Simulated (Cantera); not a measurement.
An isothermal, constant-pressure homogeneous reactor starts with 45.5 % NO, 54.5 % N2, at 1900 K and 105 Torr.

Cantera simulation using GRI-Mech 3.0 (53 species, 325 reactions); the numbers are that mechanism's predictions, not measurements.

x: mole fraction; the columns are a selection and need not sum to one.

```
t (s)      x NO     x NO2      x O2   x N2    x N2O
--------  -----  --------  --------  -----  -------
3.00e-6   0.455  6.35e-11  4.09e-12  0.545  4.69e-8
1.02e-5   0.455  7.24e-10  4.67e-11  0.545  1.59e-7
3.44e-5   0.455       ___  5.35e-10  0.545  5.36e-7
0.000116  0.455       ___   6.01e-9  0.545  1.80e-6
0.000393  0.455       ___   6.68e-8  0.545  5.95e-6
0.00133   0.454       ___   8.18e-7  0.545  1.86e-5
0.00451   0.454       ___   1.45e-5  0.545  4.87e-5
0.0152    0.454   5.37e-5  0.000178  0.546  8.12e-5
0.0516    0.453       ___  0.000883  0.546  8.57e-5
0.175     0.448       ___   0.00330  0.549  8.33e-5
0.591     0.431       ___    0.0115  0.557  7.58e-5
2.00      0.377       ___    0.0387  0.584  5.56e-5
```

Complete the blanks.


- 3.44e-5, x NO2: 8.22e-9
- 0.000116, x NO2: 8.97e-8
- 0.000393, x NO2: 8.88e-7
- 0.00133, x NO2: 6.76e-6
- 0.00451, x NO2: 3.07e-5
- 0.0516, x NO2: 5.80e-5
- 0.175, x NO2: 6.68e-5
- 0.591, x NO2: 8.93e-5
- 2.00, x NO2: 0.000127
